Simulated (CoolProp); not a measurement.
Methane along the isobar 64.2 bar: fugacity coefficient from the reference equation and from simpler models built on Tc = -82.6 °C, pc = 45.99 bar, ω = 0.011; each cubic takes its own stable root.

Values from CoolProp's reference Helmholtz-energy equation of state, Setzmann 1991.

```
T (°C)           phase  reference
-------  -------------  ---------
-158.65         liquid    0.02445
-143.25         liquid    0.06556
-127.85         liquid     0.1377
-112.35         liquid     0.2436
-96.95          liquid     0.3770
-81.45   supercritical     0.5260
-66.05   supercritical     0.6521
-50.55   supercritical     0.7269
-35.15   supercritical     0.7798
-19.65   supercritical     0.8206
-4.25    supercritical     0.8527
11.15    supercritical     0.8785
26.65    supercritical     0.8997
42.05    supercritical     0.9171
57.55    supercritical     0.9317
```

Problem. How far does each simpler model (van der Waals, Redlich-Kwong, Soave-Redlich-Kwong, Peng-Robinson) lie from the reference over these 15 states: mean and median of the absolute difference, and the worst?

Solution. 
- van der Waals: mean 33.8 %, median 2.2 %, worst +232.9 % at -158.65 °C and 64.2 bar
- Redlich-Kwong: mean 3.0 %, median 0.5 %, worst -24.0 % at -158.65 °C and 64.2 bar
- Soave-Redlich-Kwong: mean 0.8 %, median 0.4 %, worst +2.1 % at -112.35 °C and 64.2 bar
- Peng-Robinson: mean 2.8 %, median 2.5 %, worst -4.4 % at -66.05 °C and 64.2 bar
